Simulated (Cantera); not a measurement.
Source: NASA polynomial tables (part measured, part estimated), evaluated in Cantera. Values are per mole of reaction as written; species without (g) are pure solids or liquids, kept so even where they would boil at 1 bar.

H(g) + Li2O → OH(g) + 2 Li

```csv
T (K),ΔH° (kJ),ΔS° (J/K),ΔG° (kJ),log10 K
698,425.1,101.3,354.4,-26.52
798,?,?,?,?
898,?,?,?,?
998,?,?,?,?
1098,418.4,94.4,314.8,-14.97
1198,?,?,?,?
1298,413.9,90.6,296.3,-11.92
```

Task: Fill in the missing entries.

Result: 
- 798, ΔH° (kJ): 424.0
- 798, ΔS° (J/K): 99.8
- 798, ΔG° (kJ): 344.3
- 798, log10 K: -22.54
- 898, ΔH° (kJ): 422.5
- 898, ΔS° (J/K): 98.1
- 898, ΔG° (kJ): 334.4
- 898, log10 K: -19.45
- 998, ΔH° (kJ): 420.8
- 998, ΔS° (J/K): 96.2
- 998, ΔG° (kJ): 324.7
- 998, log10 K: -17.00
- 1198, ΔH° (kJ): 416.3
- 1198, ΔS° (J/K): 92.5
- 1198, ΔG° (kJ): 305.4
- 1198, log10 K: -13.32
